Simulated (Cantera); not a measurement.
Diamond growth

A diamond (100) surface in a fixed gas of H2 with x(CH4) = 0.0074, x(CH3) = 3.1e-05, at 1225 K, 18.8 Torr; coverages are run to steady state.

Detailed kinetics in Cantera: the Harris–Goodwin 1993 mechanism for the reconstructed diamond (100) surface.

```tsv
x(H)	growth (µm/h)	θ c6HH	θ c6H*	θ c6*H	θ c6**	θ c6HM
0.0001	0.00773	0.627	0.0278	0.340	0.00490	7.91e-5
0.0002	0.0187	0.548	0.0335	0.408	0.00975	0.000103
0.00039	0.0349	0.495	0.0370	0.452	0.0159	0.000125
0.00078	0.0564	0.461	0.0391	0.477	0.0223	0.000143
0.0015	0.0810	0.442	0.0402	0.490	0.0272	0.000154
0.0031	0.118	0.431	0.0407	0.497	0.0309	0.000158
0.006	0.171	0.426	0.0410	0.500	0.0328	0.000153
0.012	0.257	0.423	0.0412	0.502	0.0340	0.000138
0.024	0.378	0.422	0.0413	0.502	0.0346	0.000114
```
θ: site fractions in the mechanism's names (c6HH fully hydrogenated, c6H* and c6*H radical sites, c6** diradical, c6HM methylated).
